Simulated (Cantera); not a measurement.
A closed system holds: 1 mol B2O3, a varied amount of F2, 14 mol H2, equilibrated at 1098 K and 46000 Pa.

Equilibrium computed with Cantera from the NASA thermochemical tables; the gas is ideal and each condensed phase is pure. Candidate condensed phases: B, B2O3, B3O3H3, H2O; 43 gas species. Gases not in the tables: H3BO3. Rates play no part.

x: gas mole fraction; n: condensed amount in mol.

| n(F2) (mol) | x H2 | x HF | x H2O | x BF3 | x B3O3F3 | n B2O3(l) |
|---|---|---|---|---|---|---|
| 0.66 | 0.919 | 0.0295 | 0.0306 | 0.0182 | 0.00218 | [?] |
| 1.3 | 0.847 | 0.0520 | 0.0604 | 0.0361 | 0.00430 | [?] |
| 1.9 | 0.783 | 0.0707 | 0.0872 | 0.0521 | 0.00622 | [?] |
| 2.6 | 0.714 | 0.0903 | 0.117 | 0.0700 | 0.00835 | [?] |
| 3.2 | 0.658 | 0.106 | 0.141 | 0.0845 | 0.0101 | [?] |
| 3.9 | 0.594 | 0.139 | 0.160 | 0.102 | 0.00503 | 0 |
| 4.5 | 0.542 | 0.180 | 0.166 | 0.109 | 0.00145 | 0 |

Fill in the missing entries.


- 0.66, n B2O3(l): 0.817
- 1.3, n B2O3(l): 0.627
- 1.9, n B2O3(l): 0.444
- 2.6, n B2O3(l): 0.227
- 3.2, n B2O3(l): 0.0391
